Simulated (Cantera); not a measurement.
Charge: 1 mol Al, 4.3 mol N2, equilibrated at 1623 K and 0.000190 bar.

Equilibrium computed with Cantera from the NASA thermochemical tables; the gas is ideal and each condensed phase is pure. Candidate condensed phases: Al, AlN; 5 gas species. Kinetics and transport are ignored.

Question: What is the equilibrium state?

Answer: 
```
Item                                 Result
--------------------------------  ---------
x(N2)                                 0.999
x(Al)                               0.00113
n(AlN(s))                         0.996 mol
gas amount                        3.806 mol
log10 activity of Al(l) (absent)      -2.60
```
